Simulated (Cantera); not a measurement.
A perfectly stirred reactor is fed with C2H6 : N2 = 1 : 4.6 (molar parts), at 0.0207 atm; it is held at 1673 K, and followed from long to short residence time.

Cantera simulation using GRI-Mech 3.0 (53 species, 325 reactions); the numbers are that mechanism's predictions, not measurements. GRI-Mech 3.0 stops at C3 and has no aromatics, soot or wall deposition, so with more carbon than oxygen in the feed, carbon stays in small species such as C2H2 where larger ones or solid carbon would form. Radical loss at walls, strong at low pressure, is not modelled.

Task: What does this change do: C2H6 1 to 0.64 parts?

Result: 
```
quantity                  before     after
----------------------  --------  --------
x(C2H6) at τ = 3.60 s    1.86e-5   1.46e-5
x(HCN) at τ = 3.60 s     3.73e-5   5.51e-5
x(H) at τ = 3.60 s      0.000643  0.000583
x(C2H) at τ = 3.60 s     1.60e-6   1.45e-6
x(CH3) at τ = 3.60 s    0.000485  0.000407
x(C2H6) at τ = 93.0 ms  0.000582  0.000457
x(HCN) at τ = 93.0 ms    8.26e-6   1.22e-5
x(H) at τ = 93.0 ms     0.000862  0.000779
x(C2H) at τ = 93.0 ms    2.25e-6   2.03e-6
x(CH3) at τ = 93.0 ms    0.00286   0.00239
```

Task: What does this change do: temperature 1673 to 1623 K?

Result: 
```tsv
quantity	before	after
x(C2H6) at τ = 3.60 s	1.86e-5	3.11e-5
x(HCN) at τ = 3.60 s	3.73e-5	1.47e-5
x(H) at τ = 3.60 s	0.000643	0.000457
x(C2H) at τ = 3.60 s	1.60e-6	8.88e-7
x(CH3) at τ = 3.60 s	0.000485	0.000468
x(C2H6) at τ = 93.0 ms	0.000582	0.000933
x(HCN) at τ = 93.0 ms	8.26e-6	3.54e-6
x(H) at τ = 93.0 ms	0.000862	0.000629
x(C2H) at τ = 93.0 ms	2.25e-6	1.29e-6
x(CH3) at τ = 93.0 ms	0.00286	0.00268
```
